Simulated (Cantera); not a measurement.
## Equilibrium for oxide etching and cleaning by halides: CaO + NF3 + N2

Feed: 1 mol CaO, 2.2 mol NF3, 21 mol N2, at 1673 K and 0.0133 bar.

Equilibrium computed with Cantera from the NASA thermochemical tables; the gas is ideal and each condensed phase is pure. Candidate condensed phases: Ca, CaF2, CaO; 22 gas species. Rates play no part.

* **x(N2)**: 0.809
* **x(F)**: 0.168
* **x(O2)**: 0.0179
* **x(CaF2)**: 0.00423
* **x(NO)**: 0.000773
* **x(O)**: 3.87e-5
* **x(F2)**: 1.27e-5
* **n(CaF2(s))**: 0.884 mol
* **gas amount**: 27.32 mol
* **log10 activity of Ca(l) (absent)**: -22.86
